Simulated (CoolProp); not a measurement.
Vapour-liquid equilibrium of CH2F2 (R32) (1) + R142b (2) at 38.85 °C; x and y are mole fractions of (1).

Model: multi-fluid Helmholtz-energy mixture model, Tillner-Roth 1997 and Lemmon 2006; pair parameters Bell 2016, in CoolProp.

| x | bubble pressure, mixture model (kPa) | bubble pressure, Raoult's law (kPa) | y, mixture model | y, Raoult's law |
|---|---|---|---|---|
| 0.05 | 602.3 | 601.5 | 0.180 | 0.200 |
| 0.2 | 902.0 | 887.0 | 0.500 | 0.543 |
| 0.35 | 1202 | 1172 | 0.668 | 0.719 |
| 0.5 | 1489 | 1458 | 0.772 | 0.826 |
| 0.65 | 1763 | 1743 | 0.847 | 0.898 |
| 0.8 | 2032 | 2029 | 0.912 | 0.950 |
| 0.95 | 2312 | 2314 | 0.977 | 0.989 |

The largest gap from Raoult's law is +2.6 % in bubble pressure, at x = 0.35. No azeotrope shows between x = 0.05 and 0.95.

Pair parameters are fitted to limited data, so mixtures are less certain than the pure fluids.
